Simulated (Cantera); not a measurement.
Cantera run:

```python
import numpy as np
import cantera as ct

gas_names = """
    C CH CH2 CH3 CH2OH CH3O CH4 CH3OH CO CO2 COOH C2 C2H CHCO,ketyl C2H2,acetylene C2H2,vinylidene
    CH2CO,ketene C2H3,vinyl CH3CO,acetyl C2H4 C2H4O,ethylen CH3CHO,ethanal CH3COOH (HCOOH)2 C2H5 C2H6
    CH3OCH3 C2H5OH C2O C3 C3H3,propargyl C3H4,allene C3H4,propyne C3H4,cyclo- C3H5,allyl C3H6,propylene
    C3H6,cyclo- C3H6O C3H7,n-propyl C3H7,i-propyl C3H8 C3H8O,1propanol C3H8O,2propanol C3O2 C4 C4H2
    C4H4,1,3-cyclo- C4H6,butadiene C4H6,2-butyne C4H6,cyclo- C4H8,1-butene C4H8,cis2-buten
    C4H8,tr2-butene C4H8,isobutene C4H8,cyclo- (CH3COOH)2 C4H9,n-butyl C4H9,i-butyl C4H9,s-butyl
    C4H9,t-butyl C4H10,isobutane C4H10,n-butane C5 C5H6,1,3cyclo- C5H8,cyclo- C5H10,1-pentene
    C5H10,cyclo- C5H11,pentyl C5H11,t-pentyl C5H12,n-pentane C5H12,i-pentane CH3C(CH3)2CH3 C6H2
    C6H5,phenyl C6H5O,phenoxy C6H6 C6H5OH,phenol C6H10,cyclo- C6H12,1-hexene C6H12,cyclo- C6H13,n-hexyl
    C7H7,benzyl C7H8 C7H8O,cresol C7H14,1-heptene C7H15,n-heptyl C7H16,n-heptane C8H8,styrene
    C8H10,ethylbenz C8H16,1-octene C8H17,n-octyl C8H18,isooctane C8H18,n-octane C9H19,n-nonyl
    C10H8,naphthale C10H21,n-decyl C12H9,o-bipheny C12H10,bipheny H HCO HO2 H2 HCHO,formaldehy HCOOH H2O
    H2O2 O OH O2 O3
""".split()
cond_names = """
    C(gr) C6H6(L) C7H8(L) C8H18(L),n-octa H2O(s) H2O(L)
""".split()


def load(file, names, dense=False):
    # The tables refer to 1 bar. Condensed volumes are neglected.
    table = {s.name: s for s in ct.Species.list_from_file(file)}
    out = []
    for n in names:
        d = dict(table[n].input_data)
        d["thermo"] = dict(d["thermo"], **{"reference-pressure": 1e5})
        if dense:
            d["equation-of-state"] = {"model": "constant-volume", "density": "1e6 g/cm^3"}
        out.append(ct.Species.from_dict(d))
    return out


gas = ct.Solution(thermo="ideal-gas", species=load("nasa_gas.yaml", gas_names))
cond = {s.name: ct.Solution(thermo="fixed-stoichiometry", species=[s], name=s.name)
        for s in load("nasa_condensed.yaml", cond_names, dense=True)}
atoms = {
    'C2H4': {'C': 2, 'H': 4},
    'H2O': {'H': 2, 'O': 1},
}
top_T = {'C(gr)': 4500}  # K; cautious upper limits of use, not melting points


def equilibrate(T, P, feed):
    n = {}
    for name, mol in feed.items():
        for a, k in atoms[name].items():
            n[a] = n.get(a, 0.0) + k * mol
    gas.TPX = T, P, n
    mass = sum(n.values()) * gas.mean_molecular_weight
    gas.equilibrate("TP")
    valid = [c for c in cond.values() if c.min_temp <= T <= top_T.get(c.name, c.max_temp)]
    mix = ct.Mixture([(gas, mass / gas.mean_molecular_weight)] + [(c, 0.0) for c in valid])
    mix.T, mix.P = T, P
    mix.equilibrate("TP", solver="vcs", rtol=1e-11, max_steps=5000)
    return mix


results = []
feed = {'C2H4': 1, 'H2O': 0.08}  # mol
P = 133.322  # Pa
for T in [1623, 1673, 1723, 1773, 1823, 1873, 1923, 1973, 2023, 2073, 2123, 2173]:
    mix = equilibrate(T, P, feed)
    results.append((T, P, feed, dict(zip(mix.species_names, mix.species_moles))))
    x = sorted(zip(gas.X, gas.species_names), reverse=True)
    print(f"T = {T:g} K  P = {P:g} Pa  gas = {mix.phase_moles(0):.4g} mol")
    print("   x: " + "  ".join(f"{s} {v:.3e}" for v, s in x if v > 1e-05))
    print("   condensed (mol): " + ("  ".join(f"{mix.phase(i).name} {mix.phase_moles(i):.4g}"
          for i in range(1, mix.n_phases) if mix.phase_moles(i) > 1e-12) or "none"))
```

Result:

```
T = 1623 K  P = 133.322 Pa  gas = 2.162 mol
   x: H2 9.611e-01  CO 3.700e-02  H 1.856e-03  C2H2,acetylene 3.349e-05
   condensed (mol): C(gr) 1.92
T = 1673 K  P = 133.322 Pa  gas = 2.163 mol
   x: H2 9.599e-01  CO 3.698e-02  H 3.056e-03  C2H2,acetylene 5.469e-05
   condensed (mol): C(gr) 1.92
T = 1723 K  P = 133.322 Pa  gas = 2.165 mol
   x: H2 9.581e-01  CO 3.695e-02  H 4.889e-03  C2H2,acetylene 8.671e-05
   condensed (mol): C(gr) 1.92
T = 1773 K  P = 133.322 Pa  gas = 2.168 mol
   x: H2 9.554e-01  CO 3.690e-02  H 7.615e-03  C2H2,acetylene 1.337e-04
   condensed (mol): C(gr) 1.919
T = 1823 K  P = 133.322 Pa  gas = 2.173 mol
   x: H2 9.514e-01  CO 3.682e-02  H 1.157e-02  C2H2,acetylene 2.011e-04
   condensed (mol): C(gr) 1.919
T = 1873 K  P = 133.322 Pa  gas = 2.179 mol
   x: H2 9.458e-01  CO 3.672e-02  H 1.719e-02  C2H2,acetylene 2.951e-04
   condensed (mol): C(gr) 1.919
T = 1923 K  P = 133.322 Pa  gas = 2.187 mol
   x: H2 9.380e-01  CO 3.657e-02  H 2.499e-02  C2H2,acetylene 4.234e-04
   condensed (mol): C(gr) 1.918
T = 1973 K  P = 133.322 Pa  gas = 2.199 mol
   x: H2 9.274e-01  CO 3.638e-02  H 3.559e-02  C2H2,acetylene 5.941e-04
   condensed (mol): C(gr) 1.917
T = 2023 K  P = 133.322 Pa  gas = 2.215 mol
   x: H2 9.134e-01  H 4.971e-02  CO 3.612e-02  C2H2,acetylene 8.159e-04
   condensed (mol): C(gr) 1.916
T = 2073 K  P = 133.322 Pa  gas = 2.236 mol
   x: H2 8.950e-01  H 6.814e-02  CO 3.578e-02  C2H2,acetylene 1.097e-03
   condensed (mol): C(gr) 1.915
T = 2123 K  P = 133.322 Pa  gas = 2.264 mol
   x: H2 8.715e-01  H 9.172e-02  CO 3.534e-02  C2H2,acetylene 1.443e-03
   condensed (mol): C(gr) 1.913
T = 2173 K  P = 133.322 Pa  gas = 2.299 mol
   x: H2 8.421e-01  H 1.213e-01  CO 3.479e-02  C2H2,acetylene 1.858e-03
   condensed (mol): C(gr) 1.911
```

Cantera equilibrium calculation (NASA polynomials, part measured and part estimated; ideal gas, pure solids and liquids).
